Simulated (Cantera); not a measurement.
A perfectly stirred reactor is fed with CH₃OH : O₂ : N₂ : H₂O = 1 : 1.5 : 5.64 : 0.24 (molar parts), equivalence ratio 1.0, at 15.0 bar; it is adiabatic with a 575 K inlet, and is followed from long to short residence time, starting on the burning branch (τ in s: 0.033, 0.014, 0.0056, 0.0023, 0.00093, 0.00038, 0.00016, 6.4e-05, 2.6e-05, 1.1e-05).

Detailed kinetics in Cantera: GRI-Mech 3.0 (53 species, 325 reactions). GRI-Mech 3.0 was tuned for natural gas; its chemistry of methanol as a main component is partial and can be far from experiment. The pressure lies above the range GRI-Mech 3.0 was tuned for (to about 10 atm).

One state of this run: T (K) = 2319; x CH₃OH = 1.59e-5; x O₂ = 0.00878; x H₂O = 0.241; x NO = 0.000213; x HCO = 6.29e-7; x C₂H = 1.77e-11. x: mole fraction; the columns are a selection and need not sum to one.

Question: Which value of τ (s) does it belong to?
(A) 0.0023
(B) 1.1e-5
(C) 0.00093
(D) 0.00038

Answer: D, 0.00038
